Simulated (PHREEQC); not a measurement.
Copper plating or etch bath

Solution (25 °C): 0.00015 mol CuCl2, 2.2e-05 mol HNO3 and 6.4e-06 mol Na2SO4 per kg of water. Closed to the air; pH follows from the charge balance.

Computed with PHREEQC (ion-association model, phreeqc.dat).

This is a speciation only: nothing precipitates in the calculation.

### Question
What pH does the model give?

### Answer
pH 4.67.

### Question
In which forms is S present?

### Answer
SO4-2 97 %, CuSO4 2.4 % of the S.
